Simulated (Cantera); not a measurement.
What does this Cantera script print?

```python
import numpy as np
import cantera as ct

gas = ct.Solution("gri30.yaml")
gas.TPX = 425, 940000, {'CH4': 1, 'O2': 3.77, 'N2': 14.2}
inlet = ct.Reservoir(gas, clone=True)
gas.equilibrate("HP")  # start burning
reactor = ct.IdealGasConstPressureReactor(gas, energy="on", clone=False)
exhaust = ct.Reservoir(gas, clone=True)
tau = [0.4, 0.094, 0.022, 0.0051, 0.0012, 0.00027, 6.4e-05, 1.5e-05, 3.4e-06][0]
for a, b in ((inlet, reactor), (reactor, exhaust)):
    ct.MassFlowController(a, b, mdot=lambda t: reactor.mass / tau)
net = ct.ReactorNet([reactor])
show = ['CH4', 'O2', 'H', 'NO', 'O']

rows = []
print(f"{'tau/s':>10s}{'T/K':>9s}" + "".join(f"{s:>11s}" for s in show))
for tau in [0.4, 0.094, 0.022, 0.0051, 0.0012, 0.00027, 6.4e-05, 1.5e-05, 3.4e-06]:
    net.initial_time = 0.0
    net.advance(30 * tau)
    before = gas.X
    net.advance(40 * tau)
    drift = np.max(np.abs(gas.X - before) / (gas.X + 1e-9))
    rows.append([gas.T, *gas[show].X, drift])
    print(f"{tau:10.3e}{gas.T:9.1f}" + "".join(f"{x:11.3e}" for x in gas[show].X))
```

It prints:

```
     tau/s      T/K        CH4         O2          H         NO          O
 4.000e-01   1637.2  3.426e-06  9.329e-02  7.551e-08  2.984e-06  3.251e-06
 9.400e-02   1636.2  1.113e-05  9.334e-02  2.176e-07  1.669e-06  5.394e-06
 2.200e-02   1633.4  3.398e-05  9.349e-02  7.732e-07  1.348e-06  1.067e-05
 5.100e-03   1624.4  1.098e-04  9.405e-02  2.944e-06  1.163e-06  2.234e-05
 1.200e-03   1577.8  5.505e-04  9.723e-02  1.031e-05  5.270e-07  3.832e-05
 2.700e-04    425.0  5.271e-02  1.987e-01  4.446e-35  3.461e-22 -2.516e-30
 6.400e-05    425.0  5.271e-02  1.987e-01 -1.848e-36 -1.353e-26  2.100e-33
 1.500e-05    425.0  5.271e-02  1.987e-01  7.472e-38 -8.545e-28  1.446e-34
 3.400e-06    425.0  5.271e-02  1.987e-01 -4.493e-39 -5.398e-29  1.014e-35
```

Detailed kinetics in Cantera: GRI-Mech 3.0 (53 species, 325 reactions).
